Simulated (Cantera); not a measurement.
A closed system holds: 1 mol Al₂O₃, 0.2 mol O₂, equilibrated at 477 °C and 0.150 Torr.

Method: chemical equilibrium by Gibbs-energy minimisation in Cantera with the NASA 1993 tables (ideal gas, pure condensed phases). Candidate condensed phases: Al, Al₂O₃; 9 gas species. Equilibrium is a limit: real reactors are often held back by kinetics, nucleation or transport.

Base state: O₂ 1.00 (mole fractions); condensed: Al₂O₃(s).

**Question.** What changes in the equilibrium state with this change: Al₂O₃ replaced by TiO₂?

**Answer.** 
```
species            before  after
-----------------  ------  -----
O₂                   1.00   1.00
Al₂O₃(s), mol        1.00      0
TiO₂(rutile), mol       0   1.00
```
Further candidate phases: Ti, TiO, TiO₂, Ti₂O₃, Ti₃O₅, Ti₄O₇.
